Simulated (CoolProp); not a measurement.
The fluid at 293.15 K and 0.146 MPa is throttled through a valve to 0.0782 MPa with no heat exchange. The same conditions are run with several fluids, on thermodynamics alone (safety and materials aside).

Computed with CoolProp (reference Helmholtz-energy equation of state of each fluid (dimethyl ether: Wu 2011; R1132(E): Akasaka 2024; R124: de Vries 1995; vinyl chloride: Thol 2022; CH3F (R41): Lemmon 2006)).

Rank dimethyl ether, R1132(E), R124, vinyl chloride, CH3F (R41) by temperature change (K), highest first.

R1132(E) (-1.1), CH3F (R41) (-1.3), R124 (-1.7), dimethyl ether (-1.8), vinyl chloride (-1.9)

```tsv
fluid	final density (kg/m³)
dimethyl ether	1.51
R1132(E)	2.08
R124	4.50
vinyl chloride	2.05
CH3F (R41)	1.10
```
